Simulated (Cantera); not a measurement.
What does this Cantera script print?

```python
import numpy as np
import cantera as ct

gas_names = [...]  # 110 gases of nasa_gas.yaml made of C, H, O
cond_names = """
    C(gr) C6H6(L) C7H8(L) C8H18(L),n-octa H2O(s) H2O(L)
""".split()


# ... load() reads the species with a 1 bar reference pressure and builds the phases ...
atoms = {
    'C': {'C': 1},
    'H2O': {'H': 2, 'O': 1},
    'H2': {'H': 2},
}
top_T = {'C(gr)': 4500}  # K; cautious upper limits of use, not melting points


# ... equilibrate(T, P, feed) seeds the gas with the atoms and calls Mixture.equilibrate('TP', solver="vcs", rtol=1e-11, max_steps=5000) ...
results = []
feed = {'C': 1, 'H2O': 0.14, 'H2': 0.76}  # mol
T = 2025  # K
for P in [10, 46, 220, 1000, 4600, 22000, 100000, 460000, 2200000, 10000000]:
    mix = equilibrate(T, P, feed)
    results.append((T, P, feed, dict(zip(mix.species_names, mix.species_moles))))
    x = sorted(zip(gas.X, gas.species_names), reverse=True)
    print(f"T = {T:g} K  P = {P:g} Pa  gas = {mix.phase_moles(0):.4g} mol")
    print("   x: " + "  ".join(f"{s} {v:.3e}" for v, s in x if v > 1e-06))
    print("   condensed (mol): " + ("  ".join(f"{mix.phase(i).name} {mix.phase_moles(i):.4g}"
          for i in range(1, mix.n_phases) if mix.phase_moles(i) > 1e-12) or "none"))
```

Output:

```
T = 2025 K  P = 10 Pa  gas = 1.132 mol
   x: H2 7.131e-01  H 1.625e-01  CO 1.237e-01  C2H2,acetylene 6.454e-04  C2H 2.995e-06
   condensed (mol): C(gr) 0.8585
T = 2025 K  P = 46 Pa  gas = 1.083 mol
   x: H2 7.903e-01  CO 1.292e-01  H 7.977e-02  C2H2,acetylene 7.151e-04  C2H 1.470e-06
   condensed (mol): C(gr) 0.8584
T = 2025 K  P = 220 Pa  gas = 1.06 mol
   x: H2 8.298e-01  CO 1.321e-01  H 3.738e-02  C2H2,acetylene 7.509e-04
   condensed (mol): C(gr) 0.8584
T = 2025 K  P = 1000 Pa  gas = 1.049 mol
   x: H2 8.481e-01  CO 1.334e-01  H 1.772e-02  C2H2,acetylene 7.675e-04  CH4 2.859e-06  CH3 1.178e-06
   condensed (mol): C(gr) 0.8584
T = 2025 K  P = 4600 Pa  gas = 1.044 mol
   x: H2 8.568e-01  CO 1.341e-01  H 8.306e-03  C2H2,acetylene 7.754e-04  CH4 1.343e-05  CH3 2.567e-06
   condensed (mol): C(gr) 0.8584
T = 2025 K  P = 22000 Pa  gas = 1.042 mol
   x: H2 8.610e-01  CO 1.344e-01  H 3.807e-03  C2H2,acetylene 7.791e-04  CH4 6.483e-05  CH3 5.654e-06  H2O 2.704e-06
   condensed (mol): C(gr) 0.8583
T = 2025 K  P = 100000 Pa  gas = 1.041 mol
   x: H2 8.626e-01  CO 1.345e-01  H 1.787e-03  C2H2,acetylene 7.806e-04  CH4 2.958e-04  H2O 1.233e-05  CH3 1.209e-05  C2H4 3.951e-06
   condensed (mol): C(gr) 0.8581
T = 2025 K  P = 460000 Pa  gas = 1.039 mol
   x: H2 8.622e-01  CO 1.347e-01  CH4 1.359e-03  H 8.333e-04  C2H2,acetylene 7.803e-04  H2O 5.675e-05  CH3 2.591e-05  C2H4 1.816e-05  CO2 1.897e-06
   condensed (mol): C(gr) 0.857
T = 2025 K  P = 2.2e+06 Pa  gas = 1.033 mol
   x: H2 8.568e-01  CO 1.352e-01  CH4 6.420e-03  C2H2,acetylene 7.753e-04  H 3.798e-04  H2O 2.708e-04  C2H4 8.575e-05  CH3 5.613e-05  CO2 9.141e-06  HCHO,formaldehy 1.042e-06
   condensed (mol): C(gr) 0.8518
T = 2025 K  P = 1e+07 Pa  gas = 1.011 mol
   x: H2 8.325e-01  CO 1.372e-01  CH4 2.755e-02  H2O 1.214e-03  C2H2,acetylene 7.534e-04  C2H4 3.680e-04  H 1.756e-04  CH3 1.146e-04  CO2 4.280e-05  C2H6 1.405e-05  HCHO,formaldehy 4.672e-06  C3H4,propyne 4.073e-06  CH2CO,ketene 1.932e-06  C3H6,propylene 1.722e-06  C3H4,allene 1.617e-06
   condensed (mol): C(gr) 0.831
```

Equilibrium computed with Cantera from the NASA thermochemical tables; the gas is ideal and each condensed phase is pure. The ideal-gas law is rough above about 30 bar.
